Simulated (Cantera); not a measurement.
Diamond growth

A diamond (100) surface in a fixed gas of H2 with x(CH4) = 0.0029, x(H) = 0.003, x(CH3) = 0.00015, 18.8 Torr; coverages are run to steady state.

Computed with Cantera and the Harris–Goodwin 1993 mechanism for the reconstructed diamond (100) surface.

| T (K) | growth (µm/h) | θ c6HH | θ c6H* | θ c6*H | θ c6** | θ c6HM |
|---|---|---|---|---|---|---|
| 900 | 1.10 | 0.658 | 0.00995 | 0.278 | 0.00410 | 0.0397 |
| 975 | 1.58 | 0.598 | 0.0156 | 0.342 | 0.00762 | 0.0271 |
| 1050 | 1.70 | 0.543 | 0.0224 | 0.400 | 0.0128 | 0.0152 |
| 1125 | 1.11 | 0.492 | 0.0300 | 0.450 | 0.0196 | 0.00527 |
| 1200 | 0.626 | 0.445 | 0.0380 | 0.486 | 0.0276 | 0.00126 |
| 1275 | 0.515 | 0.405 | 0.0459 | 0.512 | 0.0363 | 0.000278 |
| 1350 | 0.497 | 0.372 | 0.0536 | 0.528 | 0.0451 | 6.21e-5 |
θ: site fractions in the mechanism's names (c6HH fully hydrogenated, c6H* and c6*H radical sites, c6** diradical, c6HM methylated).
